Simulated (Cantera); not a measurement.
Input (Python, Cantera):

```python
import numpy as np
import cantera as ct

gas = ct.Solution("gri30.yaml")
gas.TPX = 1198, 1000000, {'CO': 1, 'H2': 0.71, 'O2': 1.07, 'N2': 4.02}
reactor = ct.IdealGasReactor(gas, energy="on", clone=False)
net = ct.ReactorNet([reactor])
net.rtol, net.atol = 1e-08, 1e-16
show = ['CO', 'H2', 'O2', 'H2O', 'NO2', 'NO']
times = np.geomspace(2e-06, 10, 15)

steps = ct.SolutionArray(gas, extra=["t"])
rows = []
print(f"{'t/s':>10s}{'T/K':>9s}{'P/Pa':>11s}" + "".join(f"{s:>11s}" for s in show))
for t in times:
    while net.time < t:
        t_next = net.step()
        steps.append(gas.state, t=t_next)
    rows.append([np.interp(t, steps.t, y) for y in (steps.T, steps.P, *steps(*show).X.T)])
    print(f"{t:10.3e}{rows[-1][0]:9.1f}{rows[-1][1]:11.4g}" + "".join(f"{x:11.3e}" for x in rows[-1][2:]))
rate = np.gradient(steps.T, steps.t)
print("integrator steps:", len(steps.t))
if steps.T.max() > steps.T[0] + 200:
    print(f"time of steepest temperature rise: {steps.t[rate.argmax()]:.4e} s")
gas.TPX = 1198, 1000000, {'CO': 1, 'H2': 0.71, 'O2': 1.07, 'N2': 4.02}
gas.equilibrate("UV")
print(f"equilibrium (UV): T = {gas.T:.1f} K  " + "  ".join(f"{s} {gas[s].X[0]:.3e}" for s in show))
```

Result:

```
       t/s      T/K       P/Pa         CO         H2         O2        H2O        NO2         NO
 2.000e-06   1198.0      1e+06  1.471e-01  1.044e-01  1.574e-01  1.268e-07  1.864e-22  1.132e-17
 6.019e-06   1198.0      1e+06  1.471e-01  1.044e-01  1.574e-01  1.403e-06  1.151e-19  3.652e-16
 1.811e-05   1199.2  1.001e+06  1.470e-01  1.043e-01  1.572e-01  8.928e-05  1.198e-14  6.928e-13
 5.452e-05   2975.4  2.236e+06  3.732e-02  4.139e-03  4.759e-02  1.027e-01  6.021e-06  4.554e-03
 1.641e-04   2958.0  2.221e+06  3.711e-02  4.150e-03  4.267e-02  1.033e-01  1.915e-05  1.515e-02
 4.938e-04   2953.0  2.217e+06  3.706e-02  4.155e-03  4.129e-02  1.035e-01  2.262e-05  1.815e-02
 1.486e-03   2952.9  2.217e+06  3.706e-02  4.155e-03  4.127e-02  1.035e-01  2.266e-05  1.818e-02
 4.472e-03   2952.9  2.217e+06  3.706e-02  4.155e-03  4.127e-02  1.035e-01  2.266e-05  1.818e-02
 1.346e-02   2952.9  2.217e+06  3.706e-02  4.155e-03  4.127e-02  1.035e-01  2.266e-05  1.818e-02
 4.051e-02   2952.9  2.217e+06  3.706e-02  4.155e-03  4.127e-02  1.035e-01  2.266e-05  1.818e-02
 1.219e-01   2952.9  2.217e+06  3.706e-02  4.155e-03  4.127e-02  1.035e-01  2.266e-05  1.818e-02
 3.669e-01   2952.9  2.217e+06  3.706e-02  4.155e-03  4.127e-02  1.035e-01  2.266e-05  1.818e-02
 1.104e+00   2952.9  2.217e+06  3.706e-02  4.155e-03  4.127e-02  1.035e-01  2.266e-05  1.818e-02
 3.323e+00   2952.9  2.217e+06  3.706e-02  4.155e-03  4.127e-02  1.035e-01  2.266e-05  1.818e-02
 1.000e+01   2952.9  2.217e+06  3.706e-02  4.155e-03  4.127e-02  1.035e-01  2.266e-05  1.818e-02
integrator steps: 1423
time of steepest temperature rise: 3.0825e-05 s
equilibrium (UV): T = 2952.9 K  CO 3.706e-02  H2 4.155e-03  O2 4.127e-02  H2O 1.035e-01  NO2 2.266e-05  NO 1.818e-02
```

Cantera simulation using GRI-Mech 3.0 (53 species, 325 reactions); the numbers are that mechanism's predictions, not measurements. The hydrogen kinetics of GRI-Mech 3.0 are dated; newer H2 mechanisms differ, most at raised pressure.
